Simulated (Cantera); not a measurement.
Feed: 1 mol (CH₃)₂SiCl₂, 0.019 mol CH₄, 640 mol H₂, at 75.0 Torr.

Cantera equilibrium calculation (NASA polynomials, part measured and part estimated; ideal gas, pure solids and liquids). Candidate condensed phases: C, C₆H₆, C₇H₈, C₈H₁₈, Si, SiC; 109 gas species. The feed counts by its element totals alone. Gases not in the tables: Si₂H₆ and higher silanes. Rates play no part.

At 2373 K, list the 5 most abundant gas species with their mole fractions, and the condensed phases.

H₂ 0.951, H 0.0431, HCl 0.00293, C₂H₂ (acetylene) 0.00145, Si 0.00123. Condensed: gas only.
